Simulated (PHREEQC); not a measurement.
Consider water at 20 °C with 120 mmol/kgw HNO3, 93 mmol/kgw FeCl3 and 9.5 mmol/kgw CuCl2. Closed to the air; pH follows from the charge balance.

Computed with PHREEQC (ion-association model, phreeqc.dat).

```tsv
quantity	before	after
pH	1.03	1.01
ionic strength (mol/kgw)	0.496	0.148
Cl- (mol/kgw)	0.224	0.0189
Cu+2 (mol/kgw)	0.00845	0.00937
CuCl+ (mol/kgw)	0.00100	0.000133
CuCl2 (mol/kgw)	4.34e-5	6.77e-7
```

**Question.** Which change was made?
A. FeCl3 left out
B. diluted 5-fold with water
C. HNO3 replaced by Fe(NO3)3 at the same molality
D. HNO3 from 0.12 to 0.132 mol/kgw

**Answer.** A, FeCl3 left out

Precipitation was switched off in this run. Some of these states are supersaturated (in Hematite (slow to form), Goethite (slow to form), for instance).
